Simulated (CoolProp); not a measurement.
Vapour-liquid equilibrium of R152A (1) + n-butane (2) at 301.8 K; x and y are mole fractions of (1).

The numbers come from the multi-fluid Helmholtz-energy mixture model, Outcalt 1996 and Bücker 2006; pair parameters Bell 2016 in CoolProp.

Problem. Give the bubble pressure and the first vapour's composition at x = 0.05, 0.8, 0.95. Is there an azeotrope?

Solution. x = 0.05: 0.3600 MPa, y = 0.259; x = 0.8: 0.6873 MPa, y = 0.812; x = 0.95: 0.6775 MPa, y = 0.936. y crosses x between x = 0.8 and 0.875: the model has an azeotrope there.

The pair parameters rest on a limited set of measurements; away from them the model extrapolates.
